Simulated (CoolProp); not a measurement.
The numbers come from the reference Helmholtz-energy equation of state, Marx 1992 in CoolProp.

Q: Give the vapour pressure (MPa), liquid density (kg/m³), enthalpy of vaporisation (kJ/kg), liquid cp (kJ/(kg K)) of saturated R113 at 25.85 °C.

A: 
| T (°C) | p (MPa) | liquid density (kg/m³) | enthalpy of vaporisation (kJ/kg) | liquid cp (kJ/(kg K)) |
|---|---|---|---|---|
| 25.85 | 0.0464 | 1560 | 151 | 0.919 |
